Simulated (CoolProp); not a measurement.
Vapour pressure (MPa) of acetone: the reference equation beside estimates from Tc = 235.0 °C, pc = 4.692 MPa, ω = 0.307. Clausius-Clapeyron is anchored at 80.75 °C with a constant enthalpy of vaporisation of 27.47 kJ/mol.

Computed with CoolProp (reference Helmholtz-energy equation of state, Lemmon 2006). It is a short technical equation, of lower accuracy than the large ones.

```
T (°C)  reference  Lee-Kesler  Clausius-Clapeyron  van der Waals  Redlich-Kwong  Soave-Redlich-Kwong  Peng-Robinson
------  ---------  ----------  ------------------  -------------  -------------  -------------------  -------------
65.25      0.1373      0.1355              0.1436         0.7261         0.2657               0.1356         0.1362
80.75      0.2202      0.2197              0.2202         0.9170         0.3933               0.2195         0.2191
96.15      0.3368      0.3385              0.3250          1.136         0.5591               0.3383         0.3360
111.55     0.4961      0.5009              0.4650          1.387         0.7695               0.5013         0.4962
126.95     0.7071      0.7158              0.6472          1.671          1.030               0.7182         0.7094
142.35     0.9802      0.9928              0.8789          1.990          1.346               0.9993         0.9860
157.75      1.326       1.342               1.168          2.343          1.723                1.356          1.337
173.15      1.758       1.776               1.521          2.734          2.165                1.798          1.776
188.55      2.289       2.308               1.948          3.163          2.678                2.339          2.314
203.95      2.936       2.954               2.454          3.630          3.266                2.991          2.967
```

Absolute difference from the reference over all 10 rows, mean and median: Lee-Kesler 0.9 and 1.0 %, Clausius-Clapeyron 9.0 and 9.4 %, van der Waals 159.6 and 119.7 %, Redlich-Kwong 45.8 and 41.5 %, Soave-Redlich-Kwong 1.5 and 1.7 %, Peng-Robinson 0.6 and 0.7 %.
